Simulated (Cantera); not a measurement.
Gas mixture: 47.8 % CH3OH, 52.2 % CO, at 0.133 bar, frozen composition.

Cantera's kinetic-theory transport with the Lennard-Jones parameters of GRI-Mech 3.0, ideal gas; thermal conductivity in the mixture-averaged form. Polar gases are described roughly by these parameters.

D: mixture-averaged diffusion coefficient of that species in the mixture.

```json
[
 {"T (K)": "400", "ρ (kg/m³)": "0.120", "cp (J/kg/K)": "1333", "μ (µPa s)": "16.8", "λ (mW/m/K)": "30.0", "Pr": "0.748", "D (cm²/s) NO": "2.24", "D (cm²/s) H2O": "___", "D (cm²/s) C2H2": "1.80"},
 {"T (K)": "500", "ρ (kg/m³)": "0.0960", "cp (J/kg/K)": "1470", "μ (µPa s)": "20.4", "λ (mW/m/K)": "39.5", "Pr": "0.762", "D (cm²/s) NO": "3.33", "D (cm²/s) H2O": "___", "D (cm²/s) C2H2": "2.72"},
 {"T (K)": "600", "ρ (kg/m³)": "0.0800", "cp (J/kg/K)": "1606", "μ (µPa s)": "23.8", "λ (mW/m/K)": "49.2", "Pr": "0.777", "D (cm²/s) NO": "4.59", "D (cm²/s) H2O": "___", "D (cm²/s) C2H2": "3.78"},
 {"T (K)": "700", "ρ (kg/m³)": "0.0686", "cp (J/kg/K)": "1727", "μ (µPa s)": "27.0", "λ (mW/m/K)": "59.1", "Pr": "0.790", "D (cm²/s) NO": "5.99", "D (cm²/s) H2O": "___", "D (cm²/s) C2H2": "4.98"},
 {"T (K)": "800", "ρ (kg/m³)": "0.0600", "cp (J/kg/K)": "1831", "μ (µPa s)": "30.1", "λ (mW/m/K)": "68.8", "Pr": "0.800", "D (cm²/s) NO": "7.53", "D (cm²/s) H2O": "___", "D (cm²/s) C2H2": "6.30"},
 {"T (K)": "900", "ρ (kg/m³)": "0.0533", "cp (J/kg/K)": "1921", "μ (µPa s)": "32.9", "λ (mW/m/K)": "78.4", "Pr": "0.807", "D (cm²/s) NO": "9.20", "D (cm²/s) H2O": "___", "D (cm²/s) C2H2": "7.74"}
]
```

Task: Some entries are withheld; supply them.

Result: 
- 400, D (cm²/s) H2O: 2.46
- 500, D (cm²/s) H2O: 3.81
- 600, D (cm²/s) H2O: 5.40
- 700, D (cm²/s) H2O: 7.23
- 800, D (cm²/s) H2O: 9.26
- 900, D (cm²/s) H2O: 11.5
